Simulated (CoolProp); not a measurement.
Model: reference Helmholtz-energy equation of state, Rui 2013, in CoolProp.

Problem. For R236EA, give the phase and the cv (kJ/(kg K)), speed of sound (m/s), conductivity (mW/(m K)) at 259.6 K and 37.4 bar.

Solution. 
- 259.6 K and 37.4 bar: liquid; cv 0.869, speed of sound 765, conductivity 96.4

Thermal conductivity comes from a separate model (Huber 2003), an estimate that may be off by 10 % or more.
